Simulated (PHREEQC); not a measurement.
Solution (25 °C): 20 mmol/kgw HF, 60 mmol/kgw KF and 0.048 mmol/kgw H4SiO4. Closed to the air; pH follows from the charge balance.

Model: ion-association model, wateq4f.dat, run in PHREEQC.

Each row changes one thing in this solution. No solid was allowed to form.

```tsv
case	pH	ionic strength (mol/kgw)	F- (mol/kgw)	HF (mol/kgw)	HF2- (mol/kgw)	SI of Quartz (SiO2)
as made	3.65	0.0603	0.0568	0.0150	0.00332	-8.22
HF left out	7.81	0.0600	0.0600	1.10e-6	2.57e-7	(withheld)
H4SiO4 from 4.8e-05 to 9.6e-05 mol/kgw	3.65	0.0604	0.0568	(withheld)	0.00329	-7.90
temperature from 25 to 10 °C	3.55	0.0604	(withheld)	0.0147	0.00284	-9.04
diluted 10-fold with water	3.70	0.00622	0.00617	0.00171	4.05e-5	-3.40
KF from 0.06 to 0.006 mol/kgw	2.78	0.00783	0.00724	0.0162	0.000451	-6.45
```

**Question.** What belongs in the gaps?

**Answer.** 
- HF left out, SI of Quartz (SiO2): -0.34
- H4SiO4 from 4.8e-05 to 9.6e-05 mol/kgw, HF (mol/kgw): 0.0149
- temperature from 25 to 10 °C, F- (mol/kgw): 0.0574

Species that the database lacks are ignored. Constants without temperature data keep their 25 °C values here. SiF6-2 is the database's only silicon fluoride.
